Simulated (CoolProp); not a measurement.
Saturation properties of normal hydrogen.

Computed with CoolProp (reference Helmholtz-energy equation of state, Leachman 2009).

```tsv
T (K)	p (MPa)	liquid density (kg/m³)	vapour density (kg/m³)	enthalpy of vaporisation (kJ/kg)	liquid cp (kJ/(kg K))	vapour viscosity (µPa s)
20.6	0.1084	70.58	1.416	447.6	9.903	1.01
22.1	0.1633	68.77	2.057	438.5	10.84	1.09
23.5	0.2301	66.91	2.832	426.5	11.89	1.18
25	0.3210	64.70	3.894	409.2	13.30	1.27
26.5	0.4345	62.21	5.264	386.5	15.19	1.38
27.9	0.5635	59.55	6.914	359.0	17.75	1.49
29.4	0.7292	56.14	9.261	320.2	22.33	1.64
30.9	0.9272	51.73	12.63	265.8	32.58	1.85
32.4	1.162	44.66	18.62	173.6	85.59	2.21
```

It boils at 20.4 K under 1 atm.

Viscosity comes from a separate model (Muzny 2013).
